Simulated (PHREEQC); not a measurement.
PHREEQC input (ion-association model, wateq4f.dat):

```
SOLUTION_MASTER_SPECIES
  An  An-  0  An  62.0  # stands for a non-complexing anion
SOLUTION_SPECIES
  An- = An-
    -log_k 0
    -gamma 3.0 0
PHASES
  Fix_H+
    H+ = H+
    -log_k 0
SOLUTION 1
  temp 25
  units mmol/kgw
  pH 7 charge
  S(6) 0.00024
  Cu(2) 0.00024
  Na 10
  An 10
END
SELECTED_OUTPUT 1
  -reset false
  -pH true
  -pe true
  -ionic_strength true
  -water true
  -totals Cu Na S Cu(1) Cu(2) S(-2) S(6)
  -molalities Hfo_wOH Hfo_wOH2+ Hfo_wO- Hfo_sOH Hfo_sOH2+ Hfo_sO- Hfo_sOCu+ Hfo_wOCu+ Hfo_wSO4- Hfo_wOHSO4-2
  -saturation_indices Cu(OH)2 Brochantite Antlerite Mirabilite Chalcanthite
USER_PUNCH 1
  -headings sigma psi
  10 PUNCH EDL("sigma", "Hfo"), EDL("psi", "Hfo")
PRINT
  -reset false
USE solution 1
SURFACE 1
  Hfo_wOH 0.000134831 600 0.06
  Hfo_sOH 3.37079e-06
EQUILIBRIUM_PHASES 1
  Fix_H+ -3 HAn 10
    -force_equality true
  O2(g) -0.68 10
END
# ... the last block is repeated for the other 16 points of pH, with NaOH or the acid as the point needs
```

Selected output (columns that matter, 17 of 17 rows; pH added in front):

```
pH	mu	Cu	Na	S	m_Hfo_wOH	m_Hfo_wOH2+	m_Hfo_wO-	si_Cu(OH)2	si_Brochantite	si_Antlerite	si_Mirabilite	si_Chalcanthite	sigma	psi
3	0.01116	2.3998e-07	0.01	1.1671e-10	1.6498e-05	0.00011804	5.2826e-08	-9.4385	-34.694	-26.845	-13.14	-14.319	0.32339	0.20323
3.38	0.010512	2.3988e-07	0.01	1.4659e-10	2.9435e-05	0.00010497	1.8909e-07	-8.6743	-32.277	-25.192	-13.018	-14.195	0.287	0.19863
3.75	0.010241	2.3945e-07	0.01	2.3663e-10	4.4156e-05	8.9939e-05	4.9662e-07	-7.9332	-29.835	-23.492	-12.8	-13.977	0.24478	0.19114
4.12	0.010121	2.3751e-07	0.01	4.6357e-10	5.8837e-05	7.4692e-05	1.0618e-06	-7.196	-27.331	-21.724	-12.504	-13.683	0.20127	0.18139
4.5	0.010065	2.2882e-07	0.01	1.0823e-09	7.2191e-05	6.0424e-05	1.9759e-06	-6.4518	-24.744	-19.882	-12.133	-13.329	0.15951	0.16962
4.88	0.010038	1.9612e-07	0.01	2.8708e-09	8.292e-05	4.8413e-05	3.2535e-06	-5.7587	-22.307	-18.139	-11.709	-12.972	0.12303	0.15639
5.25	0.010024	1.2141e-07	0.01	8.17e-09	9.0669e-05	3.9092e-05	4.8175e-06	-5.2274	-20.467	-16.83	-11.254	-12.726	0.093289	0.14229
5.62	0.010016	4.5237e-08	0.01	2.4502e-08	9.6003e-05	3.1974e-05	6.6035e-06	-4.9178	-19.492	-16.164	-10.777	-12.679	0.069075	0.12704
6	0.01001	1.1345e-08	0.01	7.0882e-08	9.9486e-05	2.6617e-05	8.5186e-06	-4.7652	-19.18	-16.005	-10.316	-12.825	0.049416	0.11018
6.38	0.010007	2.5764e-09	0.01	1.5102e-07	0.00010154	2.2803e-05	1.0358e-05	-4.6807	-19.274	-16.183	-9.9871	-13.172	0.034328	0.092203
6.75	0.010005	7.217e-10	0.01	2.107e-07	0.00010261	2.0215e-05	1.1932e-05	-4.6247	-19.645	-16.61	-9.8424	-13.711	0.023217	0.07368
7.12	0.010003	3.4408e-10	0.01	2.3285e-07	0.00010313	1.8419e-05	1.3229e-05	-4.5835	-20.177	-17.183	-9.799	-14.367	0.014845	0.054313
7.5	0.010002	2.7824e-10	0.01	2.3852e-07	0.00010337	1.7102e-05	1.4313e-05	-4.5512	-20.797	-17.836	-9.7885	-15.084	0.0082865	0.033798
7.88	0.010001	2.771e-10	0.01	2.3971e-07	0.00010346	1.6091e-05	1.5239e-05	-4.5247	-21.449	-18.514	-9.7864	-15.815	0.0029783	0.012907
8.25	0.010003	2.8866e-10	0.010003	2.3994e-07	0.00010346	1.5232e-05	1.6098e-05	-4.5009	-22.093	-19.182	-9.7857	-16.531	-0.0017352	-0.0075711
8.62	0.010007	3.0499e-10	0.010008	2.3999e-07	0.00010338	1.4365e-05	1.7044e-05	-4.4755	-22.731	-19.846	-9.7853	-17.246	-0.0067092	-0.027972
9	0.010014	3.2779e-10	0.010016	2.4e-07	0.00010317	1.335e-05	1.8266e-05	-4.4437	-23.364	-20.511	-9.7846	-17.974	-0.012843	-0.048622
```

The database's constant for dissolved Cu(OH)2 is higher than later reviews accept. The oxide is taken as insoluble; below pH 4 it would dissolve.
